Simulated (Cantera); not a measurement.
# Hydrocarbon pyrolysis for carbon deposition

A perfectly stirred reactor is fed with 16.9 % C₂H₆, 83.1 % N₂, at 10.00 Torr; it is held at 1723 K, and followed from long to short residence time.

Cantera simulation using GRI-Mech 3.0 (53 species, 325 reactions); the numbers are that mechanism's predictions, not measurements. GRI-Mech 3.0 stops at C3 and has no aromatics, soot or wall deposition, so with more carbon than oxygen in the feed, carbon stays in small species such as C2H2 where larger ones or solid carbon would form. Radical loss at walls, strong at low pressure, is not modelled.

```csv
τ (s),x C₂H₆,x CH₂,x CH₄,x C₂H₄,x C₂H₂
0.39,0.000124,7.01e-6,0.0176,0.000727,0.118
0.14,0.000332,1.10e-5,0.0258,0.00177,0.114
0.050,0.000887,1.70e-5,0.0361,0.00420,0.106
0.018,0.00234,2.54e-5,0.0470,0.00936,0.0951
0.0064,0.00621,3.75e-5,0.0554,0.0193,0.0778
0.0023,0.0161,5.30e-5,0.0552,0.0341,0.0534
0.00082,0.0401,6.78e-5,0.0412,0.0454,0.0254
```
x: mole fraction; the columns are a selection and need not sum to one.
